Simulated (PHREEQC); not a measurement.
1 kg of water holding 0.23 mol KCl meets 20 L of dry gas (N2 0.7, O2 0.3 by moles) at fixed total pressure, at 10 °C; fugacities by Peng-Robinson. The gases take part in no redox reaction, some water evaporates into the gas, and hydrates or a liquid gas phase aren't modelled. No solid was allowed to form.

The numbers come from PHREEQC with the ion-association model, phreeqc.dat.

```csv
P (atm),dissolved N2 (mol/kgw),φ of N2,p of N2 (atm)
2,0.00112,0.999,1.39
5,0.00280,0.997,3.49
10,0.00555,0.994,6.99
20,0.0109,0.988,14.0
30,0.0161,0.983,21.0
40,0.0211,0.978,28.0
50,0.0259,0.974,35.0
75,0.0373,0.965,52.5
100,0.0478,0.958,70.0
150,0.0669,0.952,105
```

At this temperature some constants are extrapolated from 25 °C, and those without enthalpy data are left unchanged.
